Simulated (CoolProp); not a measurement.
Vinyl chloride along the isotherm 156.85 °C: fugacity coefficient from the reference equation and from simpler models built on Tc = 151.9 °C, pc = 56.00 bar, ω = 0.160; each cubic takes its own stable root.

Model: reference Helmholtz-energy equation of state, Thol 2022, in CoolProp.

| p (bar) | phase | reference | van der Waals | Soave-Redlich-Kwong | Peng-Robinson |
|---|---|---|---|---|---|
| 7.64 | gas | 0.9577 | 0.9608 | 0.9556 | 0.9507 |
| 15.3 | gas | 0.9155 | 0.9216 | 0.9117 | 0.9025 |
| 22.9 | gas | 0.8738 | 0.8828 | 0.8688 | 0.8558 |
| 30.5 | gas | 0.8319 | 0.8440 | 0.8263 | 0.8100 |
| 38.2 | gas | 0.7891 | 0.8042 | 0.7834 | 0.7643 |
| 45.8 | gas | 0.7460 | 0.7640 | 0.7409 | 0.7195 |
| 53.5 | gas | 0.7007 | 0.7214 | 0.6966 | 0.6736 |
| 61.1 | supercritical | 0.6504 | 0.6711 | 0.6480 | 0.6244 |
| 68.7 | supercritical | 0.5948 | 0.6196 | 0.5962 | 0.5729 |
| 76.4 | supercritical | 0.5484 | 0.5768 | 0.5525 | 0.5295 |
| 84 | supercritical | 0.5106 | 0.5420 | 0.5167 | 0.4939 |
